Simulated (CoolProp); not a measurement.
Model: reference Helmholtz-energy equation of state, Tillner-Roth 1994, in CoolProp.

Task: For R134a, give the phase and the cp (kJ/(kg K)), cv (kJ/(kg K)), conductivity (mW/(m K)), Prandtl number at 150.95 °C and 314 kPa.

Result: 
- 150.95 °C and 314 kPa: gas; cp 1.06, cv 0.966, conductivity 23.5, Prandtl number 0.748

Viscosity comes from a separate model (Huber 2003), an estimate that may be off by 10 % or more. Thermal conductivity comes from a separate model (McLinden 2000), an estimate that may be off by 10 % or more.
